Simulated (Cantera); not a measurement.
A perfectly stirred reactor is fed with 4.96 % CH4, 4.12 % C2H6, 23.8 % O2, 64.9 % N2, 2.18 % H2O, equivalence ratio 1.0, at 4.93 atm; it is adiabatic with a 475 K inlet, and is followed from long to short residence time, starting on the burning branch (τ in s: 0.072, 0.029, 0.011, 0.0045, 0.0018, 0.0007, 0.00028, 0.00011, 4.3e-05, 1.7e-05).

Cantera simulation using GRI-Mech 3.0 (53 species, 325 reactions); the numbers are that mechanism's predictions, not measurements.

Task: Predict: blow-out, bracketed by the residence times tried; x(CH4) at τ = 72.0 ms; x(C2H6) at τ = 72.0 ms; x(O2) at τ = 72.0 ms; x(OH) at τ = 72.0 ms; x(CO) at τ = 72.0 ms; x(CH4) at τ = 0.700 ms; x(C2H6) at τ = 0.700 ms; x(O2) at τ = 0.700 ms; x(OH) at τ = 0.700 ms; x(CO) at τ = 0.700 ms.

Result: 
```json
{
 "blow_out_bracketed_by_the_residence_times_tried": "burning at 17.0 µs, the shortest tried",
 "x(CH4) at τ = 72.0 ms": "2.44e-7",
 "x(C2H6) at τ = 72.0 ms": "1.61e-8",
 "x(O2) at τ = 72.0 ms": "0.00848",
 "x(OH) at τ = 72.0 ms": "0.00808",
 "x(CO) at τ = 72.0 ms": "0.0265",
 "x(CH4) at τ = 0.700 ms": "1.75e-5",
 "x(C2H6) at τ = 0.700 ms": "1.63e-6",
 "x(O2) at τ = 0.700 ms": "0.0126",
 "x(OH) at τ = 0.700 ms": "0.00979",
 "x(CO) at τ = 0.700 ms": "0.0305"
}
```
